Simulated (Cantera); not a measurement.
# Adiabatic ignition

An adiabatic, constant-volume homogeneous reactor starts with 15.7 % H2, 8.75 % O2, 75.5 % N2, at 1150 K and 2.37 atm.

Cantera simulation using GRI-Mech 3.0 (53 species, 325 reactions); the numbers are that mechanism's predictions, not measurements. The hydrogen kinetics of GRI-Mech 3.0 are dated; newer H2 mechanisms differ, most at raised pressure.

| t (s) | T (K) | P (bar) | x H2 | x O2 | x HO2 | x H2O | x NO |
|---|---|---|---|---|---|---|---|
| 2.00e-6 | 1150 | 2.40 | 0.157 | 0.0875 | 2.10e-9 | 6.87e-10 | <1e-12 |
| 1.03e-5 | 1150 | 2.40 | 0.157 | 0.0875 | 3.40e-8 | 5.45e-8 | <1e-12 |
| 5.28e-5 | 1236 | 2.57 | 0.139 | 0.0791 | 9.32e-5 | 0.0156 | 3.82e-8 |
| 0.000271 | 2480 | 4.79 | 0.00411 | 0.00995 | 2.62e-6 | 0.163 | 0.000230 |
| 0.00139 | 2479 | 4.79 | 0.00410 | 0.00963 | 2.53e-6 | 0.163 | 0.000916 |
| 0.00717 | 2474 | 4.78 | 0.00421 | 0.00866 | 2.30e-6 | 0.163 | 0.00312 |
| 0.0368 | 2470 | 4.77 | 0.00428 | 0.00812 | 2.17e-6 | 0.163 | 0.00437 |
| 0.189 | 2470 | 4.77 | 0.00428 | 0.00812 | 2.17e-6 | 0.163 | 0.00437 |
| 0.973 | 2470 | 4.77 | 0.00428 | 0.00812 | 2.17e-6 | 0.163 | 0.00437 |
| 5.00 | 2470 | 4.77 | 0.00428 | 0.00812 | 2.17e-6 | 0.163 | 0.00437 |
x: mole fraction; the columns are a selection and need not sum to one.

| Quantity | Value |
|---|---|
| time of steepest temperature rise | 56.6 µs |
| temperature at 5.00 s | 2470 K |
| equilibrium temperature | 2470 K |
| x(H2) at 5.00 s | 0.00428 (gas-phase equilibrium 0.00428) |
| x(O2) at 5.00 s | 0.00812 (gas-phase equilibrium 0.00812) |
| x(HO2) at 5.00 s | 2.17e-6 (gas-phase equilibrium 2.17e-6) |
